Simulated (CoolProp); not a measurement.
R125 at 437.67 K and 0.994 MPa is throttled through a valve to 0.601 MPa with no heat exchange. Each further row changes one setting.

Model: reference Helmholtz-energy equation of state, Lemmon 2005, in CoolProp.

```json
[
 {"case": "as stated", "temperature change (K)": "?", "final density (kg/m³)": "?"},
 {"case": "outlet pressure 0.18 MPa", "temperature change (K)": "?", "final density (kg/m³)": "?"},
 {"case": "outlet pressure 0.781 MPa", "temperature change (K)": "?", "final density (kg/m³)": "26.6"}
]
```

Q: Some entries are withheld; supply them.

A: 
- as stated, temperature change (K): -1.8
- as stated, final density (kg/m³): 20.4
- outlet pressure 0.18 MPa, temperature change (K): -3.7
- outlet pressure 0.18 MPa, final density (kg/m³): 6.03
- outlet pressure 0.781 MPa, temperature change (K): -1.0
